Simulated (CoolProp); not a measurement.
Vapour pressure (MPa) of m-xylene: the reference equation beside estimates from Tc = 616.9 K, pc = 3.535 MPa, ω = 0.326. Clausius-Clapeyron is anchored at 376.7 K with a constant enthalpy of vaporisation of 38.27 kJ/mol.

Values from CoolProp's reference Helmholtz-energy equation of state, Zhou 2012.

```json
[
 {"T (K)": "364.3", "reference": "0.02290", "Lee-Kesler": "0.02200", "Clausius-Clapeyron": "0.02317", "van der Waals": "0.2800", "Redlich-Kwong": "0.06113", "Soave-Redlich-Kwong": "0.02224", "Peng-Robinson": "0.02293"},
 {"T (K)": "376.7", "reference": "0.03512", "Lee-Kesler": "0.03409", "Clausius-Clapeyron": "0.03512", "van der Waals": "0.3396", "Redlich-Kwong": "0.08685", "Soave-Redlich-Kwong": "0.03434", "Peng-Robinson": "0.03511"},
 {"T (K)": "389.1", "reference": "0.05218", "Lee-Kesler": "0.05108", "Clausius-Clapeyron": "0.05185", "van der Waals": "0.4073", "Redlich-Kwong": "0.1200", "Soave-Redlich-Kwong": "0.05131", "Peng-Robinson": "0.05209"},
 {"T (K)": "401.5", "reference": "0.07533", "Lee-Kesler": "0.07431", "Clausius-Clapeyron": "?", "van der Waals": "0.4835", "Redlich-Kwong": "0.1620", "Soave-Redlich-Kwong": "0.07447", "Peng-Robinson": "?"},
 {"T (K)": "413.9", "reference": "0.1060", "Lee-Kesler": "0.1052", "Clausius-Clapeyron": "0.1053", "van der Waals": "0.5687", "Redlich-Kwong": "0.2138", "Soave-Redlich-Kwong": "0.1053", "Peng-Robinson": "0.1057"},
 {"T (K)": "426.3", "reference": "0.1457", "Lee-Kesler": "0.1455", "Clausius-Clapeyron": "0.1456", "van der Waals": "0.6633", "Redlich-Kwong": "0.2770", "Soave-Redlich-Kwong": "?", "Peng-Robinson": "0.1453"},
 {"T (K)": "438.8", "reference": "0.1967", "Lee-Kesler": "0.1972", "Clausius-Clapeyron": "0.1980", "van der Waals": "0.7685", "Redlich-Kwong": "0.3533", "Soave-Redlich-Kwong": "0.1971", "Peng-Robinson": "0.1963"},
 {"T (K)": "451.2", "reference": "0.2600", "Lee-Kesler": "0.2616", "Clausius-Clapeyron": "?", "van der Waals": "0.8831", "Redlich-Kwong": "0.4429", "Soave-Redlich-Kwong": "0.2614", "Peng-Robinson": "0.2596"},
 {"T (K)": "463.6", "reference": "0.3380", "Lee-Kesler": "0.3407", "Clausius-Clapeyron": "0.3470", "van der Waals": "1.008", "Redlich-Kwong": "0.5475", "Soave-Redlich-Kwong": "0.3409", "Peng-Robinson": "0.3377"},
 {"T (K)": "476", "reference": "0.4326", "Lee-Kesler": "0.4367", "Clausius-Clapeyron": "0.4495", "van der Waals": "1.144", "Redlich-Kwong": "0.6685", "Soave-Redlich-Kwong": "0.4376", "Peng-Robinson": "0.4327"},
 {"T (K)": "488.4", "reference": "0.5463", "Lee-Kesler": "0.5517", "Clausius-Clapeyron": "0.5746", "van der Waals": "1.291", "Redlich-Kwong": "0.8069", "Soave-Redlich-Kwong": "0.5538", "Peng-Robinson": "0.5470"},
 {"T (K)": "500.8", "reference": "0.6812", "Lee-Kesler": "0.6879", "Clausius-Clapeyron": "0.7256", "van der Waals": "1.450", "Redlich-Kwong": "0.9639", "Soave-Redlich-Kwong": "0.6920", "Peng-Robinson": "0.6829"},
 {"T (K)": "513.2", "reference": "0.8398", "Lee-Kesler": "0.8477", "Clausius-Clapeyron": "0.9061", "van der Waals": "1.620", "Redlich-Kwong": "1.141", "Soave-Redlich-Kwong": "0.8546", "Peng-Robinson": "0.8431"},
 {"T (K)": "525.7", "reference": "1.027", "Lee-Kesler": "1.035", "Clausius-Clapeyron": "1.121", "van der Waals": "1.804", "Redlich-Kwong": "1.340", "Soave-Redlich-Kwong": "1.046", "Peng-Robinson": "?"},
 {"T (K)": "538.1", "reference": "1.241", "Lee-Kesler": "1.250", "Clausius-Clapeyron": "1.372", "van der Waals": "1.998", "Redlich-Kwong": "1.560", "Soave-Redlich-Kwong": "1.265", "Peng-Robinson": "1.249"}
]
```

Question: Some entries are withheld; supply them.

Answer: 
- 401.5, Clausius-Clapeyron: 0.07472
- 401.5, Peng-Robinson: 0.07514
- 426.3, Soave-Redlich-Kwong: 0.1454
- 451.2, Clausius-Clapeyron: 0.2642
- 525.7, Peng-Robinson: 1.032

Absolute difference from the reference over all 15 rows, mean and median: Lee-Kesler 1.2 and 0.9 %, Clausius-Clapeyron 3.4 and 1.6 %, van der Waals 358.4 and 239.7 %, Redlich-Kwong 79.9 and 70.3 %, Soave-Redlich-Kwong 1.3 and 1.4 %, Peng-Robinson 0.2 and 0.2 %.
